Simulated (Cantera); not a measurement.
A Cantera script and what it prints.

```python
import numpy as np
import cantera as ct

gas_names = """
    C CH CH2 CH3 CH4 C2 C2H C2H2,acetylene C2H2,vinylidene C2H3,vinyl C2H4 C2H5 C2H6 C3 C3H3,propargyl
    C3H4,allene C3H4,propyne C3H4,cyclo- C3H5,allyl C3H6,propylene C3H6,cyclo- C3H7,n-propyl
    C3H7,i-propyl C3H8 C4 C4H2 C4H4,1,3-cyclo- C4H6,butadiene C4H6,2-butyne C4H6,cyclo- C4H8,1-butene
    C4H8,cis2-buten C4H8,tr2-butene C4H8,isobutene C4H8,cyclo- C4H9,n-butyl C4H9,i-butyl C4H9,s-butyl
    C4H9,t-butyl C4H10,isobutane C4H10,n-butane C5 C5H6,1,3cyclo- C5H8,cyclo- C5H10,1-pentene
    C5H10,cyclo- C5H11,pentyl C5H11,t-pentyl C5H12,n-pentane C5H12,i-pentane CH3C(CH3)2CH3 C6H2
    C6H5,phenyl C6H6 C6H10,cyclo- C6H12,1-hexene C6H12,cyclo- C6H13,n-hexyl C7H7,benzyl C7H8
    C7H14,1-heptene C7H15,n-heptyl C7H16,n-heptane C8H8,styrene C8H10,ethylbenz C8H16,1-octene
    C8H17,n-octyl C8H18,isooctane C8H18,n-octane C9H19,n-nonyl C10H8,naphthale C10H21,n-decyl
    C12H9,o-bipheny C12H10,bipheny H H2 Ti
""".split()
cond_names = """
    C(gr) C6H6(L) C7H8(L) C8H18(L),n-octa Ti(a) Ti(b) Ti(L) TiC(s) TiC(L)
""".split()


def load(file, names, dense=False):
    # The tables refer to 1 bar. Condensed volumes are neglected.
    table = {s.name: s for s in ct.Species.list_from_file(file)}
    out = []
    for n in names:
        d = dict(table[n].input_data)
        d["thermo"] = dict(d["thermo"], **{"reference-pressure": 1e5})
        if dense:
            d["equation-of-state"] = {"model": "constant-volume", "density": "1e6 g/cm^3"}
        out.append(ct.Species.from_dict(d))
    return out


gas = ct.Solution(thermo="ideal-gas", species=load("nasa_gas.yaml", gas_names))
cond = {s.name: ct.Solution(thermo="fixed-stoichiometry", species=[s], name=s.name)
        for s in load("nasa_condensed.yaml", cond_names, dense=True)}
atoms = {
    'Ti': {'Ti': 1},
    'CH4': {'C': 1, 'H': 4},
}
top_T = {'C(gr)': 4500}  # K; cautious upper limits of use, not melting points


def equilibrate(T, P, feed):
    n = {}
    for name, mol in feed.items():
        for a, k in atoms[name].items():
            n[a] = n.get(a, 0.0) + k * mol
    gas.TPX = T, P, n
    mass = sum(n.values()) * gas.mean_molecular_weight
    gas.equilibrate("TP")
    valid = [c for c in cond.values() if c.min_temp <= T <= top_T.get(c.name, c.max_temp)]
    mix = ct.Mixture([(gas, mass / gas.mean_molecular_weight)] + [(c, 0.0) for c in valid])
    mix.T, mix.P = T, P
    mix.equilibrate("TP", solver="vcs", rtol=1e-11, max_steps=5000)
    return mix


results = []
feed = {'Ti': 1, 'CH4': 1.2}  # mol
T = 1723  # K
P = 133.322  # Pa
mix = equilibrate(T, P, feed)
results.append((T, P, feed, dict(zip(mix.species_names, mix.species_moles))))
x = sorted(zip(gas.X, gas.species_names), reverse=True)
print(f"T = {T:g} K  P = {P:g} Pa  gas = {mix.phase_moles(0):.4g} mol")
print("   x: " + "  ".join(f"{s} {v:.3e}" for v, s in x if v > 1e-05))
print("   condensed (mol): " + ("  ".join(f"{mix.phase(i).name} {mix.phase_moles(i):.4g}"
      for i in range(1, mix.n_phases) if mix.phase_moles(i) > 1e-12) or "none"))
```

It prints:

```
T = 1723 K  P = 133.322 Pa  gas = 2.406 mol
   x: H2 9.949e-01  H 4.982e-03  C2H2,acetylene 9.004e-05
   condensed (mol): C(gr) 0.1996  TiC(s) 1
```

Method: chemical equilibrium by Gibbs-energy minimisation in Cantera with the NASA 1993 tables (ideal gas, pure condensed phases). TiC: taken at fixed stoichiometry.
